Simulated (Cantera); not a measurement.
What does this Cantera script print?

```python
import numpy as np
import cantera as ct

gas = ct.Solution("gri30.yaml")


def delay(T, t_max=10):
    gas.TPX = T, 3800000, {'C3H8': 1, 'O2': 3.33, 'N2': 12.5, 'H2O': 0.68}
    reactor = ct.IdealGasConstPressureReactor(gas, clone=False)
    net = ct.ReactorNet([reactor])
    net.rtol, net.atol = 1e-8, 1e-16
    while net.time < t_max:
        t_old, T_old = net.time, reactor.T
        net.step()
        if reactor.T > T + 400:  # ignition: a rise of 400 K
            return t_old + (T + 400 - T_old) / (reactor.T - T_old) * (net.time - t_old)
    return np.nan


taus = []
for T in [1198, 1248, 1298, 1348, 1398, 1448, 1498, 1548, 1598, 1648]:
    taus.append(delay(T))
    print(f"T0 = {T:6g} K   tau = {taus[-1]:.4e} s")
```

Result:

```
T0 =   1198 K   tau = 6.0597e-04 s
T0 =   1248 K   tau = 2.7536e-04 s
T0 =   1298 K   tau = 1.2915e-04 s
T0 =   1348 K   tau = 6.2899e-05 s
T0 =   1398 K   tau = 3.2030e-05 s
T0 =   1448 K   tau = 1.7150e-05 s
T0 =   1498 K   tau = 9.6853e-06 s
T0 =   1548 K   tau = 5.7721e-06 s
T0 =   1598 K   tau = 3.6236e-06 s
T0 =   1648 K   tau = 2.3884e-06 s
```

Computed with Cantera and GRI-Mech 3.0 (53 species, 325 reactions). GRI-Mech 3.0 was tuned for natural gas; its chemistry of propane as a main component is partial and can be far from experiment. The pressure lies above the range GRI-Mech 3.0 was tuned for (to about 10 atm).
